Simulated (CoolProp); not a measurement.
Aqueous ethylene glycol as a coolant, at 25 °C, 1 atm.

Model: Melinder's fits for secondary coolants, in CoolProp.

| mass % | freezing point (°C) | Prandtl number | density (kg/m³) | cp (kJ/(kg K)) | viscosity (mPa s) |
|---|---|---|---|---|---|
| 3.9 | -1.2 | 6.80 | 1001 | 4.129 | 0.970 |
| 8.3 | -2.7 | 7.71 | 1007 | 4.072 | 1.07 |
| 12.6 | -4.4 | 8.78 | 1013 | 4.014 | 1.20 |
| 17 | -6.4 | 10.1 | 1018 | 3.951 | 1.34 |
| 21.3 | -8.7 | 11.5 | ___ | 3.884 | 1.50 |
| 25.7 | -11.4 | 13.1 | 1030 | 3.810 | 1.68 |
| 30 | ___ | 14.9 | 1036 | ___ | 1.88 |
| 34.4 | -18.3 | 17.0 | 1042 | 3.649 | ___ |
| 38.8 | -22.6 | 19.3 | 1048 | 3.563 | 2.35 |
| 43.1 | -27.3 | 21.9 | 1053 | 3.477 | 2.63 |
| 47.5 | -32.7 | 24.9 | 1059 | 3.389 | ___ |
| 51.8 | -38.5 | ___ | 1064 | 3.301 | 3.31 |

Problem. Complete the blanks.

Solution. 
- 21.3, density (kg/m³): 1024
- 30, freezing point (°C): -14.6
- 30, cp (kJ/(kg K)): 3.733
- 34.4, viscosity (mPa s): 2.10
- 47.5, viscosity (mPa s): 2.95
- 51.8, Prandtl number: 28.3
